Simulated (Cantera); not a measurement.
Input: 1 mol SiC, 0.013 mol N2O, 170 mol H2, held at 1875 K and 6.00e-6 bar.

Cantera equilibrium calculation (NASA polynomials, part measured and part estimated; ideal gas, pure solids and liquids). Candidate condensed phases: C, C6H6, C7H8, C8H18, H2O, Si, SiC, SiO2, Si2N2O, Si3N4; 151 gas species. The numbers say what is thermodynamically allowed, not how fast it happens.

Base state: H2 0.761, H 0.233, Si 0.00503, C2H2 (acetylene) 0.000241, SiC2 0.000111, CO 6.71e-5, HCN 4.90e-5, N2 4.14e-5 (mole fractions); condensed: C(graphite).

Question: What changes in the equilibrium state with this change: temperature from 1875 K to 1575 K?

Answer: 
```tsv
species	before	after
H2	0.761	0.983
H	0.233	0.0168
Si	0.00503	0.000114
SiC2	0.000111	2.40e-7
C2H2 (acetylene)	0.000241	1.36e-5
HCN	4.90e-5	1.17e-5
C(graphite), mol	0.838	0
SiC(s), mol	0	0.980
```
